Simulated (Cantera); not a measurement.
Mixture: CH4 : H2 : O2 : N2 = 1 : 1.4 : 4.09 : 15.4 (molar parts), at 500000 Pa, adiabatic and at constant pressure. Ignition delay is the time to a rise of 400 K.

Model: GRI-Mech 3.0 (53 species, 325 reactions), integrated in Cantera.

**Question.** Predict: delay at 1023 K; delay at 1173 K; delay at 1323 K; delay at 1473 K; delay at 1623 K; apparent activation energy between 1548 and 1698 K.

**Answer.** 
- delay at 1023 K: 8.57 ms
- delay at 1173 K: 0.258 ms
- delay at 1323 K: 60.1 µs
- delay at 1473 K: 22.6 µs
- delay at 1623 K: 10.6 µs
- apparent activation energy between 1548 and 1698 K: 98 kJ/mol
